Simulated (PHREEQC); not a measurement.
Buffer: an equilibrium model

Make-up at 75 °C: 32 mmol/kgw NaHCO3, 0.074 mmol/kgw Na2SO4 and 4.7 mmol/kgw LiCl. Closed to the air; pH follows from the charge balance.

Computed with PHREEQC (ion-association model, phreeqc.dat).

Precipitation was switched off in this run.

**Question.** Predict the pH, ionic strength.

**Answer.** pH 7.79; ionic strength 0.0363 mol/kgw.

**Question.** In which forms is C present?

**Answer.** HCO3- 94 %, CO2 2.6 %, NaCO3- 1.8 %, NaHCO3 0.9 %, CO3-2 0.8 % of the C.

Complexes and solids missing from the database can't appear. Constants without temperature data keep their 25 °C values here.
